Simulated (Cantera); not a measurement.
A closed system holds: 1 mol MgSO4, 0.075 mol H2, 0.28 mol H2O, equilibrated at 2198 K and 0.00120 bar.

Cantera equilibrium calculation (NASA polynomials, part measured and part estimated; ideal gas, pure solids and liquids). Candidate condensed phases: H2O, H2SO4, Mg, MgO, Mg(OH)2, MgS, MgSO4, S; 26 gas species. Rates play no part.

Base state: SO2 0.488, O2 0.235, H2O 0.147, O 0.0374, OH 0.0331, SO 0.0221, H 0.0159, Mg 0.0111 (mole fractions); condensed: MgO(s).

What changes in the equilibrium state with this change: H2O from 0.28 to 0.075 mol?


```tsv
species	before	after
SO2	0.488	0.556
O2	0.235	0.265
H2O	0.147	0.0662
H	0.0159	0.0104
OH	0.0331	0.0229
SO	0.0221	0.0237
Mg	0.0111	0.0104
O	0.0374	0.0397
H2	0.00984	0.00418
Mg(OH)2	2.43e-5	1.10e-5
MgOH	0.000263	0.000172
SH	1.04e-5	6.85e-6
MgO(s), mol	0.977	0.981
```
